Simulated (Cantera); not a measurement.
Feed: 1 mol Ta₂O₅, 0.48 mol H₂, 0.59 mol H₂O, equilibrated at 1902 °C and 47.0 Pa.

Cantera equilibrium calculation (NASA polynomials, part measured and part estimated; ideal gas, pure solids and liquids). Equilibrium is a limit: real reactors are often held back by kinetics, nucleation or transport.

| species | before | after |
|---|---|---|
| H₂O | 0.466 | 0.551 |
| H₂ | 0.364 | 0.448 |
| H | 0.136 | 0.000531 |
| OH | 0.0234 | 1.85e-5 |
| TaO₂ | 0.00161 | <1e-9 |
| O | 0.00612 | 1.90e-8 |
| O₂ | 0.00332 | 1.09e-8 |
| Ta₂O₅(l), mol | 0.999 | 0 |
| Ta₂O₅(s), mol | 0 | 1.00 |
Gas species are given as mole fractions.

Task: Name the change that produced these shifts.
A. pressure from 47.0 Pa to 82.0 mbar
B. temperature from 1902 °C to 1225 °C
C. H₂ from 0.48 to 680 mol
D. pressure from 47.0 Pa to 13.3 mbar

Result: B, temperature from 1902 °C to 1225 °C
